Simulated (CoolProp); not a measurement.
Vapour-liquid equilibrium of R143a (1) + R134a (2) at 364 kPa; x and y are mole fractions of (1).

Computed with CoolProp (multi-fluid Helmholtz-energy mixture model, Lemmon and Jacobsen 2000 and Tillner-Roth 1994; pair parameters Lemmon 2004).

Q: Give the bubble temperature and the first vapour's composition at x = 0.2, 0.65, 0.8. Is there an azeotrope?

A: x = 0.2: 273.8 K, y = 0.326; x = 0.65: 263.5 K, y = 0.790; x = 0.8: 260.6 K, y = 0.891. No azeotrope shows between x = 0.05 and 0.95.

The pair parameters rest on a limited set of measurements; away from them the model extrapolates.
